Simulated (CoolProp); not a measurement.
The numbers come from the reference Helmholtz-energy equation of state, Gao 2022 in CoolProp.

Problem. Give the vapour pressure (kPa), liquid density (kg/m³), vapour density (kg/m³), enthalpy of vaporisation (kJ/kg) of saturated n-perfluoropentane at -5.75, 6.15, 8.55 °C.

Solution. 
| T (°C) | p (kPa) | liquid density (kg/m³) | vapour density (kg/m³) | enthalpy of vaporisation (kJ/kg) |
|---|---|---|---|---|
| -5.75 | 22.7 | 1700 | 3.00 | 100 |
| 6.15 | 39.8 | 1670 | 5.07 | 97.2 |
| 8.55 | 44.2 | 1660 | 5.61 | 96.5 |
